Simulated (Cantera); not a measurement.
Mixture: CH4 : C2H6 : C3H8 : O2 : N2 = 1 : 0.12 : 0.95 : 3.41 : 12.8 (molar parts), at 0.503 atm, adiabatic and at constant volume. Ignition delay is the time to a rise of 400 K.

Model: GRI-Mech 3.0 (53 species, 325 reactions), integrated in Cantera. GRI-Mech 3.0 was tuned for natural gas; its chemistry of propane as a main component is partial and can be far from experiment.

Q: What does this change do: pressure from 0.503 atm to 4.05 atm?

A: 
| quantity | before | after |
|---|---|---|
| delay at 1300 K | 1.40 ms | 0.464 ms |
| delay at 1350 K | 0.697 ms | 0.223 ms |
| delay at 1400 K | 0.379 ms | 0.114 ms |
| delay at 1450 K | 0.223 ms | 63.0 µs |
| delay at 1500 K | 0.141 ms | 37.1 µs |
| delay at 1550 K | 95.0 µs | 23.3 µs |
| delay at 1600 K | 67.4 µs | 15.4 µs |
| apparent activation energy between 1500 and 1600 K | 150 kJ/mol | 180 kJ/mol |
